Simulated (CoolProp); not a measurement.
The fluid at 408.93 K and 0.834 MPa (stagnation) flows isentropically through a choked orifice. The same conditions are run with several fluids, on thermodynamics alone (safety and materials aside).

Model: reference Helmholtz-energy equation of state of each fluid (R114: Platzer 1990; isobutene: Lemmon 2005; n-perfluorobutane: Gao 2022; R404A: Lemmon 2003; propyne: Polt 1992), in CoolProp. The equations of Platzer and Polt are older, rougher fits. Blends and air are pseudo-pure fits.

Task: Rank R114, isobutene, n-perfluorobutane, R404A, propyne by throat to inlet pressure ratio, highest first.

Result: n-perfluorobutane (0.610), R114 (0.603), isobutene (0.597), R404A (0.591), propyne (0.582)

| fluid | mass flux (kg/(m² s)) | throat temperature (K) |
|---|---|---|
| R114 | 3780 | 394.4 |
| isobutene | 2170 | 391.6 |
| n-perfluorobutane | 4410 | 400.1 |
| R404A | 2840 | 390.3 |
| propyne | 1850 | 382.7 |
